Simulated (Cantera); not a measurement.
Charge: 1 mol Cu2O, 3.7 mol C, 0.37 mol CO, held at 71.0 mbar.

Cantera equilibrium calculation (NASA polynomials, part measured and part estimated; ideal gas, pure solids and liquids). Candidate condensed phases: C, Cu, CuO, Cu2O; 15 gas species. The numbers say what is thermodynamically allowed, not how fast it happens.

Question: What share of the Cu ends up in condensed phases as a function of T (°C), at 1252, 1352, 1452, 1552, 1652, 1752, 1852, 1952, 2052, 2152?

Answer: 
```csv
T (°C),Cu condensed (%),as
1252,100.0,Cu(l)
1352,99.9,Cu(l)
1452,99.8,Cu(l)
1552,99.3,Cu(l)
1652,97.9,Cu(l)
1752,94.3,Cu(l)
1852,84.7,Cu(l)
1952,54.4,Cu(l)
2052,0.0,-
2152,0.0,-
```
